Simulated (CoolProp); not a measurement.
n-octane at several states: density (kg/m³) from the reference equation and from simpler models built on Tc = 295.6 °C, pc = 2.484 MPa, ω = 0.398; each cubic takes its own stable root.

Model: reference Helmholtz-energy equation of state, Beckmüller 2019, in CoolProp.

```csv
T (°C),p (MPa),phase,reference
203.65,2.18,liquid,533.9
219.45,5.76,liquid,531.0
235.25,0.923,gas,33.17
218.75,8.15,liquid,540.8
```

Question: How far does each simpler model (van der Waals, Redlich-Kwong, Soave-Redlich-Kwong, Peng-Robinson) lie from the reference over these 4 states: mean and median of the absolute difference, and the worst?

Answer: 
- van der Waals: mean 31.8 %, median 37.7 %, worst -42.4 % at 203.65 °C and 2.18 MPa
- Redlich-Kwong: mean 14.6 %, median 16.3 %, worst -20.3 % at 203.65 °C and 2.18 MPa
- Soave-Redlich-Kwong: mean 10.9 %, median 13.0 %, worst -14.8 % at 203.65 °C and 2.18 MPa
- Peng-Robinson: mean 2.1 %, median 2.0 %, worst -3.5 % at 203.65 °C and 2.18 MPa
